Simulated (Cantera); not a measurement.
A freely propagating, adiabatic, planar premixed flame of H2 : O2 : N2 = 1 : 0.312 : 1.47 (molar parts), unburnt at 350 K and 113 Torr; mixture-averaged transport, grid criteria slope 0.08 and curve 0.16, no radiation.

Cantera simulation using the H2/O2 subset of GRI-Mech 3.0, which has no nitrogen chemistry; the numbers are that mechanism's predictions, not measurements. Burning velocities carry a grid error of a few per cent, more on coarse grids.

### Question
What does this change do: H2 1 to 0.78 parts?

### Answer
```json
[
 {"quantity": "laminar burning velocity", "before": "258 cm/s", "after": "236 cm/s"},
 {"quantity": "thermal thickness", "before": "4.64 mm", "after": "4.83 mm"},
 {"quantity": "peak x(HO2)", "before": "0.000116", "after": "0.000119"},
 {"quantity": "peak x(H2O2)", "before": "2.96e-5", "after": "3.18e-5"},
 {"quantity": "peak x(OH)", "before": "0.00491", "after": "0.00880"}
]
```

### Question
What does this change do: H2 1 to 1.3 parts?

### Answer
| quantity | before | after |
|---|---|---|
| laminar burning velocity | 258 cm/s | 252 cm/s |
| thermal thickness | 4.64 mm | 4.64 mm |
| peak x(HO2) | 0.000116 | 0.000108 |
| peak x(H2O2) | 2.96e-5 | 2.47e-5 |
| peak x(OH) | 0.00491 | 0.00195 |
